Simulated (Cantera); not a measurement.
**Moist CO burnout**

An isothermal, constant-pressure homogeneous reactor starts with CO : O2 : H2O : N2 = 0.0013 : 0.0065 : 0.013 : 1 (molar parts), equivalence ratio 0.10, at 1200 K and 33000 Pa.

Model: GRI-Mech 3.0 (53 species, 325 reactions), integrated in Cantera.

| t (s) | x CO | x O2 | x H2O | x H2O2 | x N2O | x NO | x O |
|---|---|---|---|---|---|---|---|
| 0.000100 | 0.00127 | 0.00637 | 0.0127 | <1e-12 | <1e-12 | <1e-12 | 1.28e-11 |
| 0.000613 | 0.00127 | 0.00637 | 0.0127 | <1e-12 | <1e-12 | <1e-12 | 6.90e-11 |
| 0.00376 | 0.00127 | 0.00637 | 0.0127 | <1e-12 | <1e-12 | <1e-12 | 7.82e-10 |
| 0.0231 | 0.00110 | 0.00627 | 0.0127 | 4.08e-8 | 5.93e-9 | 2.26e-10 | 4.06e-5 |
| 0.141 | 1.35e-5 | 0.00574 | 0.0127 | 1.04e-8 | 9.85e-8 | 1.86e-8 | 3.61e-6 |
| 0.867 | 1.84e-7 | 0.00573 | 0.0127 | 4.84e-10 | 1.07e-7 | 1.92e-8 | 1.28e-7 |
| 5.32 | 2.57e-9 | 0.00573 | 0.0127 | 5.10e-11 | 7.12e-8 | 1.95e-8 | 1.29e-8 |
| 32.6 | 5.89e-10 | 0.00573 | 0.0127 | 1.51e-11 | 5.89e-9 | 1.95e-8 | 3.78e-9 |
| 200 | 5.14e-10 | 0.00573 | 0.0127 | 1.33e-11 | 1.63e-9 | 1.96e-8 | 3.33e-9 |
x: mole fraction; the columns are a selection and need not sum to one.

Equilibrium at this temperature and pressure: CO 5.15e-10, O2 0.00572, H2O 0.0127, H2O2 1.33e-11, N2O 1.62e-9, NO 3.62e-5, O 3.32e-9 (gas phase only).
